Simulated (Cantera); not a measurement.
An adiabatic, constant-pressure homogeneous reactor starts with CH4 : O2 : N2 : H2O = 1 : 5.88 : 22.1 : 6.1 (molar parts), equivalence ratio 0.34, at 1550 K and 0.210 bar.

Cantera simulation using GRI-Mech 3.0 (53 species, 325 reactions); the numbers are that mechanism's predictions, not measurements.

**Question.** Predict: time of steepest temperature rise; temperature at 5.00 s; equilibrium temperature; x(O2) at 5.00 s; x(H2O) at 5.00 s; x(N2O) at 5.00 s; x(NO) at 5.00 s; x(H) at 5.00 s.

**Answer.** 
```json
{
 "time_of_steepest_temperature_rise": "2.45 ms",
 "temperature at 5.00 s": "2077 K",
 "equilibrium_temperature": "2076 K",
 "x(O2) at 5.00 s": "0.107 (gas-phase equilibrium 0.106)",
 "x(H2O) at 5.00 s": "0.227 (gas-phase equilibrium 0.227)",
 "x(N2O) at 5.00 s": "1.34e-7 (gas-phase equilibrium 1.36e-7)",
 "x(NO) at 5.00 s": "0.00527 (gas-phase equilibrium 0.00595)",
 "x(H) at 5.00 s": "0.000165 (gas-phase equilibrium 0.000163)"
}
```
